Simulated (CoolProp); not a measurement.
The fluid at 298.15 K and 0.00659 MPa flows at 0.089 m/s in a round tube of 50 mm bore and 45 µm roughness, fully developed (64/Re and Nu = 3.66 if laminar; Colebrook and Gnielinski if turbulent). The same conditions are run with several fluids, on thermodynamics alone (safety and materials aside).

The numbers come from the reference Helmholtz-energy equation of state of each fluid (n-pentane: Thol 2019; dry air: Lemmon 2000; C2F6 (R116): Lemmon 2006; carbon dioxide: Span 1996; nitrogen: Span 2000) in CoolProp. Blends and air are pseudo-pure fits.

| fluid | Reynolds number | Darcy friction factor | pressure drop (Pa/m) | heat-transfer coefficient (W/(m² K)) | mass flow (kg/h) |
|---|---|---|---|---|---|
| n-pentane | ? | 0.506 | ? | 1.06 | 0.121 |
| dry air | 18.6 | 3.44 | ? | 1.92 | ? |
| C2F6 (R116) | 116 | ? | 0.0161 | ? | 0.231 |
| carbon dioxide | ? | 1.83 | 0.0170 | 1.21 | 0.0736 |
| nitrogen | 18.6 | 3.44 | 0.0203 | 1.89 | 0.0468 |

Question: Complete the blanks.

Answer: 
- n-pentane, Reynolds number: 126
- n-pentane, pressure drop (Pa/m): 0.00772
- dry air, pressure drop (Pa/m): 0.0210
- dry air, mass flow (kg/h): 0.0484
- C2F6 (R116), Darcy friction factor: 0.553
- C2F6 (R116), heat-transfer coefficient (W/(m² K)): 1.08
- carbon dioxide, Reynolds number: 34.9

Transport values come from each fluid's own correlations; those of n-pentane, C2F6 (R116) are estimates that may be off by 10 % or more.
